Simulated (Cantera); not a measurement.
Input: 1 mol SiHCl3, 9.3 mol H2, equilibrated at 827 °C and 8.30 mbar.

These are equilibrium values from Cantera (NASA tables, ideal gas, pure condensed phases), not measurements of a reactor. Candidate condensed phases: Si; 19 gas species. The tables' values for SiCl3 are old estimates; treat these amounts as uncertain. The numbers say what is thermodynamically allowed, not how fast it happens.

Base state: H2 0.874, HCl 0.0639, SiCl4 0.0391, SiCl2 0.00952, SiHCl3 0.00788, SiCl3 0.00517, SiH2Cl2 0.000190 (mole fractions); condensed: Si(s).

### Question
What changes in the equilibrium state with this change: temperature from 827 °C to 1275 °C?

### Answer
```json
[
 {"species": "H2", "before": "0.874", "after": "0.804"},
 {"species": "HCl", "before": "0.0639", "after": "0.127"},
 {"species": "SiCl2", "before": "0.00952", "after": "0.0666"},
 {"species": "SiCl4", "before": "0.0391", "after": "0.000106"},
 {"species": "SiCl", "before": "1.34e-9", "after": "2.42e-5"},
 {"species": "Cl", "before": "1.74e-8", "after": "3.82e-5"},
 {"species": "H", "before": "2.65e-7", "after": "0.000303"},
 {"species": "SiHCl3", "before": "0.00788", "after": "8.19e-5"},
 {"species": "Si(s), mol", "before": "0.335", "after": "0.227"}
]
```
The tables' values for SiCl3, SiCl are old estimates; treat these amounts as uncertain.

### Question
What changes in the equilibrium state with this change: temperature from 827 °C to 1377 °C?

### Answer
```json
[
 {"species": "H2", "before": "0.874", "after": "0.804"},
 {"species": "HCl", "before": "0.0639", "after": "0.125"},
 {"species": "SiCl2", "before": "0.00952", "after": "0.0688"},
 {"species": "SiCl4", "before": "0.0391", "after": "2.62e-5"},
 {"species": "SiCl", "before": "1.34e-9", "after": "9.34e-5"},
 {"species": "Si", "before": "<1e-9", "after": "3.23e-5"},
 {"species": "Si(s), mol", "before": "0.335", "after": "0.210"}
]
```
The tables' values for SiCl3, SiCl are old estimates; treat these amounts as uncertain.
